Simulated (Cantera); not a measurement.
Charge: 1 mol Si₃N₄, 0.82 mol O₂, 1.2 mol N₂, held at 1375 K and 0.100 bar.

Cantera equilibrium calculation (NASA polynomials, part measured and part estimated; ideal gas, pure solids and liquids). Candidate condensed phases: Si, SiO₂, Si₂N₂O, Si₃N₄; 16 gas species. Mutual solubility and eutectic melting of coexisting phases are not modelled. The tables hold silica as quartz up to 1696 K and as liquid above; real silica turns to tridymite and cristobalite and melts near 1996 K. Rates play no part.

Base state: N₂ 1.000 (mole fractions); condensed: SiO₂(β-quartz) + Si₂N₂O(s).

### Question
What changes in the equilibrium state with this change: 0.0034 mol NH₃ added?

### Answer
```json
[
 {"species": "N₂", "before": "1.000", "after": "0.997"},
 {"species": "H₂", "before": "0", "after": "0.00291"},
 {"species": "SiO₂(β-quartz), mol", "before": "0.0933", "after": "0.0933"},
 {"species": "Si₂N₂O(s), mol", "before": "1.45", "after": "1.45"}
]
```
Further candidate phases: H₂O.
